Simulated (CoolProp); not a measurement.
m-xylene at 415.72 K and 15.5 MPa is throttled through a valve to 6.19 MPa with no heat exchange. Each further row changes one setting.

Model: reference Helmholtz-energy equation of state, Zhou 2012, in CoolProp.

| case | temperature change (K) | final density (kg/m³) |
|---|---|---|
| as stated | … | … |
| outlet pressure 1.86 MPa | +4.2 | … |
| outlet pressure 8.05 MPa | … | … |

Question: What belongs in the gaps?

Answer: 
- as stated, temperature change (K): +3.0
- as stated, final density (kg/m³): 759
- outlet pressure 1.86 MPa, final density (kg/m³): 751
- outlet pressure 8.05 MPa, temperature change (K): +2.4
- outlet pressure 8.05 MPa, final density (kg/m³): 762
